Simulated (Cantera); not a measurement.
Feed: 1 mol Pb, 11 mol CO, at 0.00170 bar.

Cantera equilibrium calculation (NASA polynomials, part measured and part estimated; ideal gas, pure solids and liquids). Candidate condensed phases: C, Pb, PbO, PbO2, Pb3O4; 15 gas species. Equilibrium is a limit: real reactors are often held back by kinetics, nucleation or transport.

log p: log10 of the partial pressure in bar; n: condensed amount in mol.

```tsv
T (K)	log p CO	log p Pb	log p CO2	log p Pb2	n C(graphite)	n Pb(l)
1075	-2.79	-4.12	___	-9.17	0.00243	0.486
1125	-2.81	-3.85	___	-8.76	0	0
1175	-2.81	-3.85	___	-8.88	0	0
1225	-2.81	-3.85	___	-8.99	0	0
1275	-2.81	-3.85	___	-9.09	0	0
1325	-2.81	-3.85	___	-9.18	0	0
1375	-2.81	-3.85	___	-9.27	0	0
1425	-2.81	-3.85	___	-9.35	0	0
1475	-2.81	-3.85	___	-9.43	0	0
1525	-2.81	-3.85	___	-9.50	0	0
```

### Question
Complete the blanks.

### Answer

- 1075, log p CO2: -6.45
- 1125, log p CO2: -6.85
- 1175, log p CO2: -7.18
- 1225, log p CO2: -7.49
- 1275, log p CO2: -7.77
- 1325, log p CO2: -8.03
- 1375, log p CO2: -8.27
- 1425, log p CO2: -8.49
- 1475, log p CO2: -8.70
- 1525, log p CO2: -8.89
